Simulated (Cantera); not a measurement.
# n-butane + H₂ + N₂ (carbon deposition, reforming and gasification)

Input: 1 mol n-butane, 21 mol H₂, 7.6 mol N₂, at 13300 Pa.

Method: chemical equilibrium by Gibbs-energy minimisation in Cantera with the NASA 1993 tables (ideal gas, pure condensed phases). Candidate condensed phases: C, C₆H₆, C₇H₈, C₈H₁₈; 92 gas species. Equilibrium is a limit: real reactors are often held back by kinetics, nucleation or transport.

From 2475 K to 2825 K the condensed part is C(graphite). From 2875 K to 2925 K nothing is condensed. The main C-bearing gas is HCN throughout.

```tsv
T (K)	log p H₂	log p H	log p N₂	log p HCN	log p C₂H₂ (acetylene)	n C(graphite)
2475	-1.03	-2.16	-1.56	-2.47	-3.04	2.54
2525	-1.03	-2.07	-1.57	-2.42	-2.96	2.30
2575	-1.04	-1.98	-1.57	-2.38	-2.88	2.05
2625	-1.06	-1.90	-1.58	-2.34	-2.80	1.76
2675	-1.07	-1.82	-1.59	-2.30	-2.74	1.44
2725	-1.09	-1.75	-1.60	-2.27	-2.67	1.10
2775	-1.10	-1.68	-1.61	-2.24	-2.62	0.717
2825	-1.13	-1.61	-1.63	-2.21	-2.57	0.302
2875	-1.15	-1.55	-1.64	-2.20	-2.54	0
2925	-1.17	-1.49	-1.65	-2.21	-2.57	0
```
log p: log10 of the partial pressure in bar; n: condensed amount in mol.
